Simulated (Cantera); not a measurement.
A closed system holds: 1 mol SiCl₄, 1.6 mol Cl₂, a varied amount of H₂, equilibrated at 775 K and 3.00 bar.

Method: chemical equilibrium by Gibbs-energy minimisation in Cantera with the NASA 1993 tables (ideal gas, pure condensed phases). Candidate condensed phases: Si; 19 gas species. Rates play no part.

At 0.87 mol H₂, list the 3 most abundant gas species with their mole fractions, and the condensed phases.

HCl 0.501, SiCl₄ 0.288, Cl₂ 0.210. Condensed: gas only.
